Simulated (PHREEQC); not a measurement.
Brine

Solution (25 °C): 3.9 mol/kgw KCl and 0.053 mol/kgw NaHCO3. Closed to the air; pH follows from the charge balance.

The numbers come from PHREEQC with the Pitzer model, pitzer.dat.

This is a speciation only: nothing precipitates in the calculation.

Question: Predict the pH.

Answer: pH 7.71.

Question: In which forms is C present?

Answer: HCO3- 96 %, CO2 1.9 %, CO3-2 1.9 % of the C.

In brines, pH and single-ion activities rest on the MacInnes convention.
